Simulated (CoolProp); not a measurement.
Saturation properties of R152A (Tc = 386.4 K, pc = 45.17 bar, ω = 0.275).

The numbers come from the reference Helmholtz-energy equation of state, Outcalt 1996 in CoolProp. It is a modified Benedict-Webb-Rubin equation, recast in Helmholtz form.

```
T (K)  p (bar)  vapour density (kg/m³)  liquid cp (kJ/(kg K))
-----  -------  ----------------------  ---------------------
217.9   0.2014                  0.7448                  1.559
221.7   0.2523                  0.9191                  1.565
225.5   0.3132                   1.125                  1.572
229.2   0.3835                   1.359                  1.579
233     0.4685                   1.639                  1.587
236.8   0.5681                   1.962                  1.595
240.6   0.6840                   2.335                  1.604
244.4   0.8181                   2.762                  1.613
248.1   0.9680                   3.234                  1.622
```

It boils at 249.1 K under 1 atm.
